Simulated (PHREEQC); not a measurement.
Make-up at 25 °C: 0.001 mol H2SO4, 0.011 mol K2SO4 and 0.011 mol CuSO4 per kg of water. It is in equilibrium with CO2 at log p = -2 (atm). Otherwise closed; pH follows from the charge balance.

All values are PHREEQC results (ion-association model, phreeqc.dat), not measurements.

```
quantity                   before     after
------------------------  -------  --------
pH                           3.01      3.79
ionic strength (mol/kgw)   0.0583   0.00714
K+ (mol/kgw)               0.0209   0.00218
SO4-2 (mol/kgw)            0.0166   0.00206
Cu+2 (mol/kgw)            0.00653  0.000908
CuSO4 (mol/kgw)           0.00447  0.000191
```

### Question
Name the change that produced these shifts.
A) temperature from 25 to 45 °C
B) diluted 10-fold with water
C) temperature from 25 to 50 °C

### Answer
B, diluted 10-fold with water

This is a speciation only: nothing precipitates in the calculation.
